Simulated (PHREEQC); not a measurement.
Solution (5.6 °C): 0.00073 mol/kgw H4SiO4. Closed to the air; pH follows from the charge balance.

Computed with PHREEQC (ion-association model, phreeqc.dat).

This is a speciation only: nothing precipitates in the calculation.

Question: What pH, ionic strength does the model give?

Answer: pH 6.64; ionic strength 2.28e-7 mol/kgw.

Examples of supersaturated solids here: Quartz (slow to form), Chalcedony (slow to form). Others may be too. Away from 25 °C the constants follow the database's enthalpies or fits; those with neither stay at their 25 °C values.
